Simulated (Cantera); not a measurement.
## Pyrogenic steam for wet oxidation

A perfectly stirred reactor is fed with H₂ : O₂ : N₂ = 0.68 : 1 : 10 (molar parts), equivalence ratio 0.34, at 13300 Pa; it is held at 1075 K, and followed from long to short residence time.

Cantera simulation using GRI-Mech 3.0 (53 species, 325 reactions); the numbers are that mechanism's predictions, not measurements. The temperature is held fixed by assumption; the heat of reaction is taken as removed at once.

```csv
τ (s),x H₂,x O₂,x H₂O₂,x NO,x N₂O
16,3.91e-5,0.0582,1.34e-7,7.40e-8,1.55e-7
3.1,0.000115,0.0582,2.36e-7,5.41e-8,1.15e-7
0.58,0.000331,0.0583,3.60e-7,8.10e-8,7.70e-8
0.11,0.000904,0.0584,4.66e-7,1.93e-7,4.72e-8
0.020,0.00243,0.0590,5.16e-7,4.70e-7,2.63e-8
0.0038,0.00618,0.0608,4.93e-7,8.32e-7,1.40e-8
0.00072,0.0156,0.0659,4.40e-7,5.94e-7,6.35e-9
```
x: mole fraction; the columns are a selection and need not sum to one.
